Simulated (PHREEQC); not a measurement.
A column of 0.1 m (30 cells, dispersivity 0.0035 m, 300 s a shift, diffusion coefficient 3e-10 m²/s) holds 0.016 eq of the database's cation exchanger X per kg of pore water, first in equilibrium with 68 mmol/kgw MgSO4 and 0.01 mmol/kgw HCl. It is flushed with 0.0026 mol/kgw ZnSO4, 0.014 mol/kgw NaCl and 1e-05 mol/kgw HCl, at 25 °C. Values are for the last cell. No CO2 enters from the air. Precipitation was switched off in this run.

Base run: PHREEQC, ion-association model, phreeqc.dat. Each further column changes one thing. The table gives Zn in solution (mol/kgw).

```csv
pore volumes,base,exchange capacity from 0.016 to 0.008 eq/kgw,dispersivity from 0.0035 to 0.007 m
0,0,0,0
0.55,4.53e-6,1.28e-5,4.44e-5
1.217,0.000134,[?],0.000346
1.75,6.92e-5,0.000358,0.000258
2.283,9.29e-5,[?],0.000275
2.817,0.000246,[?],0.000458
3.483,0.000915,0.00247,[?]
4.017,0.00169,0.00257,0.00150
```

Some entries are withheld; supply them.


- 1.217, exchange capacity from 0.016 to 0.008 eq/kgw: 0.000423
- 2.283, exchange capacity from 0.016 to 0.008 eq/kgw: 0.000922
- 2.817, exchange capacity from 0.016 to 0.008 eq/kgw: 0.00192
- 3.483, dispersivity from 0.0035 to 0.007 m: 0.000974
